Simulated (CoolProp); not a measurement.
Octamethyltrisiloxane (MDM) along the isobar 0.101 MPa: density (kg/m³) from the reference equation and from simpler models built on Tc = 292.2 °C, pc = 1.438 MPa, ω = 0.528; each cubic takes its own stable root.

Computed with CoolProp (reference Helmholtz-energy equation of state, Thol 2017).

```json
[
 {"T (°C)": "85.15", "phase": "liquid", "reference": "753.2"},
 {"T (°C)": "94.95", "phase": "liquid", "reference": "742.5"},
 {"T (°C)": "104.75", "phase": "liquid", "reference": "731.7"},
 {"T (°C)": "114.65", "phase": "liquid", "reference": "720.5"},
 {"T (°C)": "124.45", "phase": "liquid", "reference": "709.2"},
 {"T (°C)": "134.25", "phase": "liquid", "reference": "697.6"},
 {"T (°C)": "144.15", "phase": "liquid", "reference": "685.6"},
 {"T (°C)": "153.95", "phase": "gas", "reference": "7.258"},
 {"T (°C)": "163.75", "phase": "gas", "reference": "7.045"},
 {"T (°C)": "173.65", "phase": "gas", "reference": "6.847"},
 {"T (°C)": "183.45", "phase": "gas", "reference": "6.664"},
 {"T (°C)": "193.25", "phase": "gas", "reference": "6.492"},
 {"T (°C)": "203.15", "phase": "gas", "reference": "6.330"},
 {"T (°C)": "212.95", "phase": "gas", "reference": "6.179"},
 {"T (°C)": "222.75", "phase": "gas", "reference": "6.036"}
]
```

How far does each simpler model (Redlich-Kwong, Soave-Redlich-Kwong) lie from the reference over these 15 states: mean and median of the absolute difference, and the worst?


- Redlich-Kwong: mean 30.0 %, median 1.9 %, worst -98.9 % at 144.15 °C and 0.101 MPa
- Soave-Redlich-Kwong: mean 4.3 %, median 0.6 %, worst -9.1 % at 85.15 °C and 0.101 MPa

At some of these states Redlich-Kwong gives the other phase, because its saturation line lies elsewhere.
